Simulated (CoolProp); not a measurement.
The fluid at 298.15 K and 0.00569 MPa expands adiabatically to 0.000736 MPa with isentropic efficiency 0.9. The same conditions are run with several fluids, on thermodynamics alone (safety and materials aside).

Computed with CoolProp (reference Helmholtz-energy equation of state of each fluid (ethanol: Schroeder 2014; R1233zd(E): Akasaka 2022; n-hexane: Thol 2019; C2F6 (R116): Lemmon 2006)).

| fluid | work (kJ/kg) | final temperature (K) | final phase | final density (kg/m³) |
|---|---|---|---|---|
| ethanol | 89.7 | 262.6 | two-phase, vapour fraction 0.956 | 0.0163 |
| R1233zd(E) | 32.0 | 254.5 | gas | 0.0454 |
| n-hexane | 49.7 | 266.6 | gas | 0.0286 |
| C2F6 (R116) | 30.5 | 256.8 | gas | 0.0476 |
